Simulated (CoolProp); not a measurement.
Octamethyltrisiloxane (MDM) along the isobar 0.101 MPa: density (kg/m³) from the reference equation and from simpler models built on Tc = 565.4 K, pc = 1.438 MPa, ω = 0.528; each cubic takes its own stable root.

Values from CoolProp's reference Helmholtz-energy equation of state, Thol 2017.

```tsv
T (K)	phase	reference
475.6	gas	6.341
484.2	gas	6.207
492.9	gas	6.079
501.5	gas	5.958
510.1	gas	5.842
518.7	gas	5.732
527.3	gas	5.626
535.9	gas	5.524
544.5	gas	5.427
553.1	gas	5.334
```

How far does each simpler model (ideal gas, Soave-Redlich-Kwong, Peng-Robinson) lie from the reference over these 10 states: mean and median of the absolute difference, and the worst?


- ideal gas: mean 3.5 %, median 3.5 %, worst -4.7 % at 475.6 K and 0.101 MPa
- Soave-Redlich-Kwong: mean 0.0 %, median 0.0 %, worst -0.1 % at 475.6 K and 0.101 MPa
- Peng-Robinson: mean 0.3 %, median 0.3 %, worst +0.3 % at 535.9 K and 0.101 MPa
